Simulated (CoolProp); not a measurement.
Saturation properties of cis-2-butene (Tc = 435.8 K, pc = 4.236 MPa, ω = 0.202).

The numbers come from the reference Helmholtz-energy equation of state, Lemmon 2005 in CoolProp. It is a short technical equation, of lower accuracy than the large ones.

```tsv
T (K)	p (MPa)	liquid density (kg/m³)	vapour density (kg/m³)	enthalpy of vaporisation (kJ/kg)
294	0.1865	620.4	4.562	397.0
306.4	0.2765	605.5	6.620	383.6
318.9	(withheld)	589.9	9.363	(withheld)
331.3	0.5525	573.6	(withheld)	(withheld)
343.7	0.7489	556.4	17.44	337.4
356.1	0.9929	538.1	23.24	(withheld)
368.5	1.291	518.2	30.65	(withheld)
380.9	1.650	496.3	40.21	275.8
393.4	2.083	471.3	52.89	248.8
405.8	2.592	442.2	(withheld)	216.7
```

Task: Some entries are withheld; supply them.

Result: 
- 318.9, p (MPa): 0.3973
- 318.9, enthalpy of vaporisation (kJ/kg): 369.3
- 331.3, vapour density (kg/m³): 12.90
- 331.3, enthalpy of vaporisation (kJ/kg): 354.0
- 356.1, enthalpy of vaporisation (kJ/kg): 319.1
- 368.5, enthalpy of vaporisation (kJ/kg): 298.8
- 405.8, vapour density (kg/m³): 70.14

It boils at 276.9 K under 1 atm.
